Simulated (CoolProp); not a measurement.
Values from CoolProp's reference Helmholtz-energy equation of state, Lemmon 2006. It is a short technical equation, of lower accuracy than the large ones.

**Question.** For neopentane, give the phase and the speed of sound (m/s), Joule-Thomson coefficient (K/MPa) at 206.45 °C and 0.0999 MPa; 206.45 °C and 1.5 MPa.

**Answer.** 
- 206.45 °C and 0.0999 MPa: gas; speed of sound 239, Joule-Thomson coefficient 5.53
- 206.45 °C and 1.5 MPa: gas; speed of sound 214, Joule-Thomson coefficient 6.55
